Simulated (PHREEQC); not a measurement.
A made-up water analysis in mmol/kgw, 33 °C, pH 5.96, pe 12.4:

```tsv
constituent	mmol/kgw
Na	0.00268
K	0.000522
Ca	0.00141
Mg	0.000408
Cl	0.000513
S(6)	0.00132
Alkalinity (meq/kgw)	0.00396
Cd	2.16e-05
O(0) (counted as O atoms)	1.48e-05
```

Valence states are taken as typed.

The numbers come from PHREEQC with the ion-association model, phreeqc.dat.

This is a speciation only: nothing precipitates in the calculation.

**Question.** Estimate the charge-balance error.

**Answer.** charge-balance error -1.4 %.

**Question.** In which forms is C present?

**Answer.** CO2 69 %, HCO3- 31 % of the C.
